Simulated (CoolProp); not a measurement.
Vapour-liquid equilibrium of R125 (1) + propylene (2) at 227.1 K; x and y are mole fractions of (1).

Values from CoolProp's multi-fluid Helmholtz-energy mixture model, Lemmon 2005 and Lemmon 2013; pair parameters Bell 2016.

Problem. Give the bubble pressure and the first vapour's composition at x = 0.05, 0.5, 0.725. Is there an azeotrope?

Solution. x = 0.05: 0.1208 MPa, y = 0.138; x = 0.5: 0.1505 MPa, y = 0.503; x = 0.725: 0.1460 MPa, y = 0.613. y crosses x between x = 0.5 and 0.575: the model has an azeotrope there.

The pair parameters rest on a limited set of measurements; away from them the model extrapolates.
